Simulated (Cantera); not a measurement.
## Equilibrium for silicon nitride deposition: SiH4 + NH3

Input: 1 mol SiH4, 50 mol NH3, equilibrated at 10000 Pa.

These are equilibrium values from Cantera (NASA tables, ideal gas, pure condensed phases), not measurements of a reactor. Candidate condensed phases: Si, Si3N4; 18 gas species. The tables' values for SiN are old estimates; treat these amounts as uncertain. Gases not in the tables: Si2H6 and higher silanes. Equilibrium is a limit: real reactors are often held back by kinetics, nucleation or transport.

```json
[
 {"T (K)": "1175", "log p H2": "-1.12", "log p N2": "-1.62", "log p H": "-7.47", "log p Si": "<-13", "log p SiH": "<-13", "log p SiH2": "<-13", "log p Si2N": "<-13", "n Si3N4(s)": "0.333", "n Si(l)": "0"},
 {"T (K)": "1275", "log p H2": "-1.12", "log p N2": "-1.62", "log p H": "-6.69", "log p Si": "<-13", "log p SiH": "<-13", "log p SiH2": "-11.74", "log p Si2N": "<-13", "n Si3N4(s)": "0.333", "n Si(l)": "0"},
 {"T (K)": "1375", "log p H2": "-1.12", "log p N2": "-1.62", "log p H": "-6.02", "log p Si": "-11.97", "log p SiH": "-11.78", "log p SiH2": "-10.29", "log p Si2N": "<-13", "n Si3N4(s)": "0.333", "n Si(l)": "0"},
 {"T (K)": "1475", "log p H2": "-1.12", "log p N2": "-1.62", "log p H": "-5.45", "log p Si": "-10.19", "log p SiH": "-10.20", "log p SiH2": "-9.03", "log p Si2N": "-12.63", "n Si3N4(s)": "0.333", "n Si(l)": "0"},
 {"T (K)": "1575", "log p H2": "-1.12", "log p N2": "-1.62", "log p H": "-4.94", "log p Si": "-8.64", "log p SiH": "-8.82", "log p SiH2": "-7.94", "log p Si2N": "-10.65", "n Si3N4(s)": "0.333", "n Si(l)": "0"},
 {"T (K)": "1675", "log p H2": "-1.12", "log p N2": "-1.62", "log p H": "-4.49", "log p Si": "-7.28", "log p SiH": "-7.61", "log p SiH2": "-6.98", "log p Si2N": "-8.92", "n Si3N4(s)": "0.333", "n Si(l)": "0"},
 {"T (K)": "1775", "log p H2": "-1.12", "log p N2": "-1.62", "log p H": "-4.10", "log p Si": "-6.07", "log p SiH": "-6.54", "log p SiH2": "-6.13", "log p Si2N": "-7.39", "n Si3N4(s)": "0.333", "n Si(l)": "0"},
 {"T (K)": "1875", "log p H2": "-1.12", "log p N2": "-1.61", "log p H": "-3.74", "log p Si": "-5.04", "log p SiH": "-5.64", "log p SiH2": "-5.43", "log p Si2N": "-6.12", "n Si3N4(s)": "0", "n Si(l)": "0.982"},
 {"T (K)": "1975", "log p H2": "-1.12", "log p N2": "-1.61", "log p H": "-3.43", "log p Si": "-4.49", "log p SiH": "-5.20", "log p SiH2": "-5.16", "log p Si2N": "-5.73", "n Si3N4(s)": "0", "n Si(l)": "0.947"},
 {"T (K)": "2075", "log p H2": "-1.13", "log p N2": "-1.61", "log p H": "-3.14", "log p Si": "-3.99", "log p SiH": "-4.80", "log p SiH2": "-4.92", "log p Si2N": "-5.37", "n Si3N4(s)": "0", "n Si(l)": "0.851"}
]
```
log p: log10 of the partial pressure in bar; n: condensed amount in mol.

From 1175 K to 1775 K the condensed part is Si3N4(s). From 1875 K to 2075 K the condensed part is Si(l).
